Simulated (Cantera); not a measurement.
An isothermal, constant-pressure homogeneous reactor starts with 39.0 % H₂, 24.4 % O₂, 36.6 % N₂, at 1150 K and 22000 Pa.

Cantera simulation using the H2/O2 subset of GRI-Mech 3.0, which has no nitrogen chemistry; the numbers are that mechanism's predictions, not measurements. The temperature is held fixed by assumption; the heat of reaction is taken as removed at once.

x: mole fraction; the columns are a selection and need not sum to one.

```json
[
 {"t (s)": "2.00e-6", "x H₂": "0.390", "x O₂": "0.244", "x HO₂": "…", "x OH": "4.13e-11", "x O": "6.23e-11", "x H₂O": "5.74e-11", "x H₂O₂": "<1e-12"},
 {"t (s)": "6.21e-6", "x H₂": "0.390", "x O₂": "0.244", "x HO₂": "…", "x OH": "2.29e-10", "x O": "4.30e-10", "x H₂O": "1.02e-9", "x H₂O₂": "3.47e-12"},
 {"t (s)": "1.93e-5", "x H₂": "0.390", "x O₂": "0.244", "x HO₂": "…", "x OH": "1.87e-9", "x O": "3.80e-9", "x H₂O": "2.15e-8", "x H₂O₂": "3.48e-11"},
 {"t (s)": "5.99e-5", "x H₂": "0.390", "x O₂": "0.244", "x HO₂": "…", "x OH": "1.67e-7", "x O": "3.44e-7", "x H₂O": "2.80e-6", "x H₂O₂": "7.20e-10"},
 {"t (s)": "0.000186", "x H₂": "0.111", "x O₂": "0.127", "x HO₂": "…", "x OH": "0.00798", "x O": "0.0188", "x H₂O": "0.228", "x H₂O₂": "3.64e-6"},
 {"t (s)": "0.000578", "x H₂": "0.00910", "x O₂": "0.0643", "x HO₂": "…", "x OH": "0.00217", "x O": "0.00148", "x H₂O": "0.468", "x H₂O₂": "6.88e-6"},
 {"t (s)": "0.00179", "x H₂": "0.000967", "x O₂": "0.0609", "x HO₂": "…", "x OH": "0.000483", "x O": "0.000102", "x H₂O": "0.483", "x H₂O₂": "3.03e-6"},
 {"t (s)": "0.00557", "x H₂": "0.000106", "x O₂": "0.0606", "x HO₂": "…", "x OH": "0.000160", "x O": "1.03e-5", "x H₂O": "0.485", "x H₂O₂": "7.87e-7"},
 {"t (s)": "0.0173", "x H₂": "1.03e-5", "x O₂": "0.0606", "x HO₂": "…", "x OH": "6.43e-5", "x O": "1.50e-6", "x H₂O": "0.485", "x H₂O₂": "1.89e-7"},
 {"t (s)": "0.0537", "x H₂": "1.30e-6", "x O₂": "0.0606", "x HO₂": "…", "x OH": "2.96e-5", "x O": "3.14e-7", "x H₂O": "0.485", "x H₂O₂": "4.90e-8"},
 {"t (s)": "0.167", "x H₂": "2.84e-7", "x O₂": "0.0606", "x HO₂": "…", "x OH": "1.53e-5", "x O": "8.39e-8", "x H₂O": "0.485", "x H₂O₂": "1.44e-8"},
 {"t (s)": "0.518", "x H₂": "8.16e-8", "x O₂": "0.0606", "x HO₂": "…", "x OH": "8.41e-6", "x O": "2.55e-8", "x H₂O": "0.485", "x H₂O₂": "4.61e-9"},
 {"t (s)": "1.61", "x H₂": "2.99e-8", "x O₂": "0.0606", "x HO₂": "4.50e-9", "x OH": "4.96e-6", "x O": "8.89e-9", "x H₂O": "0.485", "x H₂O₂": "1.66e-9"},
 {"t (s)": "5.00", "x H₂": "1.89e-8", "x O₂": "0.0606", "x HO₂": "4.42e-9", "x OH": "3.62e-6", "x O": "4.74e-9", "x H₂O": "0.485", "x H₂O₂": "9.05e-10"}
]
```

Task: What belongs in the gaps?

Result: 
- 2.00e-6, x HO₂: 1.08e-9
- 6.21e-6, x HO₂: 3.40e-9
- 1.93e-5, x HO₂: 1.15e-8
- 5.99e-5, x HO₂: 1.68e-7
- 0.000186, x HO₂: 4.68e-5
- 0.000578, x HO₂: 3.59e-5
- 0.00179, x HO₂: 1.67e-5
- 0.00557, x HO₂: 3.33e-6
- 0.0173, x HO₂: 4.50e-7
- 0.0537, x HO₂: 7.87e-8
- 0.167, x HO₂: 2.03e-8
- 0.518, x HO₂: 7.25e-9
